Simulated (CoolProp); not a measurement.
Model: reference Helmholtz-energy equation of state, Lemmon 2003, in CoolProp. It is a pseudo-pure fit of the blend.

**Question.** For R404A, give the phase and the speed of sound (m/s), expansivity (1/kK) at 500 K and 5.48 MPa; 500 K and 25.4 MPa; 500 K and 37.3 MPa.

**Answer.** 
- 500 K and 5.48 MPa: supercritical; speed of sound 197, expansivity 3.35
- 500 K and 25.4 MPa: supercritical; speed of sound 296, expansivity 3.23
- 500 K and 37.3 MPa: supercritical; speed of sound 379, expansivity 2.33
